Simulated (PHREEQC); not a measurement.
1 kg of water holding 4.2 mmol/kgw MgBr2 and 0.35 mmol/kgw CaSO4 is evaporated at 25 °C; the solids stay in contact with the brine. The system is closed to CO2. Solids allowed: Brucite, Epsomite, Gypsum, Anhydrite, Hexahydrite, Kieserite, Portlandite. Others were left out.

The series has 28 steps of water left (kg), from 1 to 0.005011.

The numbers come from PHREEQC with the Pitzer model, pitzer.dat.

Question: Which solids form, in which order, and at which step of the series does each first stand?

Answer: Gypsum from water left = 0.005011 kg.

Species that the database lacks are ignored.
